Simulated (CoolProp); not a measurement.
A simple Rankine cycle with n-heptane: condensing at 304.15 K, boiler at 1.13 MPa, turbine inlet 483.5 K, turbine efficiency 0.75, pump efficiency 0.7, no recuperator. Each further row changes one setting.

Model: reference Helmholtz-energy equation of state, Span 2003, in CoolProp. It is a short technical equation, of lower accuracy than the large ones.

```tsv
case	thermal efficiency (%)	net work (kJ/kg)	heat in (kJ/kg)	turbine exit temperature (K)	volume ratio over the turbine
as stated	17.7	122	689	411.2	164
turbine inlet 503.5 K	17.4	130	746	433.4	154
condensing temperature 296.15 K	18.6	132	707	406.7	240
boiler pressure 0.791 MPa	16.8	118	706	420.8	102
turbine efficiency 0.65	15.3	106	689	418.9	167
```
